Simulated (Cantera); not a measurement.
# Thermal oxidation and active oxidation of silicon: Si + H2O + N2

A closed system holds: 1 mol Si, a varied amount of H2O, 220 mol N2, equilibrated at 1800 °C and 0.100 bar.

Cantera equilibrium calculation (NASA polynomials, part measured and part estimated; ideal gas, pure solids and liquids). Candidate condensed phases: H2O, Si, SiO2, Si2N2O, Si3N4; 35 gas species. The tables' values for SiN are old estimates; treat these amounts as uncertain. The numbers say what is thermodynamically allowed, not how fast it happens.

From 0.054 mol H2O to 0.63 mol H2O the condensed part is Si(l). The main Si-bearing gas is Si at 0.054 mol H2O and SiO at 0.63 mol H2O. The share of Si in condensed phases is highest at 0.054 mol H2O (66.5 %) and lowest at 0.63 mol H2O (8.7 %).

```csv
n(H2O) (mol),x N2,x SiO,x H2,x Si,n Si(l)
0.054,0.998,0.000245,0.000187,0.000998,0.665
0.12,0.998,0.000544,0.000454,0.000998,0.599
0.18,0.997,0.000816,0.000703,0.000998,0.539
0.25,0.996,0.00113,0.000998,0.000998,0.468
0.31,0.996,0.00140,0.00125,0.000998,0.408
0.37,0.995,0.00167,0.00151,0.000998,0.348
0.44,0.995,0.00199,0.00181,0.000998,0.277
0.5,0.994,0.00226,0.00207,0.000998,0.217
0.57,0.993,0.00257,0.00237,0.000998,0.147
0.63,0.993,0.00284,0.00263,0.000998,0.0865
```
x: gas mole fraction; n: condensed amount in mol.
